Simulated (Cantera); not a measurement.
Charge: 1 mol SiH₄, 13 mol N₂, held at 1350 K and 0.00180 bar.

Cantera equilibrium calculation (NASA polynomials, part measured and part estimated; ideal gas, pure solids and liquids). Candidate condensed phases: Si, Si₃N₄; 18 gas species. N₂ is the only nitrogen source here; it is nearly inert below about 1500 K, so the nitride shown seldom forms there in practice. Rates play no part.

Base state: N₂ 0.860, H₂ 0.140, H 2.10e-5 (mole fractions); condensed: Si₃N₄(s).

### Question
What changes in the equilibrium state with this change: SiH₄ replaced by Si₃H₈?

### Answer
| species | before | after |
|---|---|---|
| N₂ | 0.860 | 0.733 |
| H₂ | 0.140 | 0.267 |
| H | 2.10e-5 | 2.90e-5 |
| Si₃N₄(s), mol | 0.333 | 1.00 |
The feed counts by its element totals alone.
